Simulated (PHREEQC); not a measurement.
A solution holds 0.049 mol NaHCO3 and 0.015 mol Na2CO3 per kg of water, at 68 °C. Closed to the air; pH follows from the charge balance.

Equilibrium calculation in PHREEQC: Pitzer model, pitzer.dat.

```
quantity          before    after
---------------  -------  -------
pH                  9.19     9.33
CO3-2 (mol/kgw)   0.0147  0.00265
CO2 (mol/kgw)    5.04e-5  8.55e-6
```

Problem. What was changed between the two runs?
A) NaHCO3 from 0.049 to 0.0245 mol/kgw
B) temperature from 68 to 45 °C
C) NaHCO3 from 0.049 to 0.0735 mol/kgw
D) diluted 5-fold with water

Solution. D, diluted 5-fold with water

No solid was allowed to form. Away from 25 °C the constants follow the database's enthalpies or fits; those with neither stay at their 25 °C values.
